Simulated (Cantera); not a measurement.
Mixture: CH4 : C2H6 : O2 : N2 = 1 : 0.1 : 1.31 : 13 (molar parts), at 100000 Pa, adiabatic and at constant volume. Ignition delay is the time to a rise of 400 K.

Model: GRI-Mech 3.0 (53 species, 325 reactions), integrated in Cantera.

### Question
Predict: delay at 1000 K; delay at 1150 K; delay at 1300 K; delay at 1450 K; apparent activation energy between 1375 and 1525 K.

### Answer
- delay at 1000 K: 0.194 s
- delay at 1150 K: 29.8 ms
- delay at 1300 K: 6.32 ms
- delay at 1450 K: 1.27 ms
- apparent activation energy between 1375 and 1525 K: 180 kJ/mol
